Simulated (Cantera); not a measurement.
Feed: 1 mol SiH2Cl2, 13 mol N2, at 1.00 bar.

These are equilibrium values from Cantera (NASA tables, ideal gas, pure condensed phases), not measurements of a reactor. Candidate condensed phases: NH4Cl, Si, Si3N4; 28 gas species. N2 is the only nitrogen source here; it is nearly inert below about 1500 K, so the nitride shown seldom forms there in practice. The numbers say what is thermodynamically allowed, not how fast it happens.

Over these rows the condensed part is Si3N4(s). Partial pressures as log10 of bar:

| T (K) | 1000/T (1/K) | log p SiCl2 | log p N2 | log p HCl | log p H2 | log p SiCl4 |
|---|---|---|---|---|---|---|
| 1025 | 0.9756 | -7.24 | -0.06 | -1.09 | -1.53 | -1.83 |
| 1100 | 0.9091 | ? | -0.06 | -1.08 | -1.55 | -1.85 |
| 1175 | 0.8511 | -5.43 | -0.06 | -1.07 | -1.57 | -1.87 |
| 1250 | 0.8000 | -4.69 | -0.06 | -1.06 | -1.58 | -1.89 |
| 1325 | 0.7547 | -4.04 | -0.06 | -1.05 | -1.59 | -1.91 |
| 1400 | 0.7143 | -3.47 | -0.06 | -1.05 | -1.60 | -1.94 |

**Question.** Fit log p(SiCl2) = a + b·(1000/T) to the five rows, give the apparent enthalpy, and predict the row at 1100 K.

**Answer.** Means: 1000/T = 0.8191, log p = -4.974. Sxy = -0.592414, Sxx = 0.0410115, so b = -14.45 and a = -4.974 − (-14.45)×0.8191 = 6.86.
Apparent enthalpy: −19.145 × (-14.45) = 277 kJ/mol. With the condensed phases at unit activity, 1/6 Si3N4(s) + 1/2 SiCl4(g) = SiCl2(g) + 1/3 N2(g) links this pressure to the main gases: over the six rows their terms move log p by -0.05 in all, so the slope is close to that reaction's ΔH°. The five rows lie within 0.01 of the line.
Prediction at 1100 K: 6.86 + (-14.45)×0.9091 = -6.28. The computed value is -6.27, 0.01 from the line.
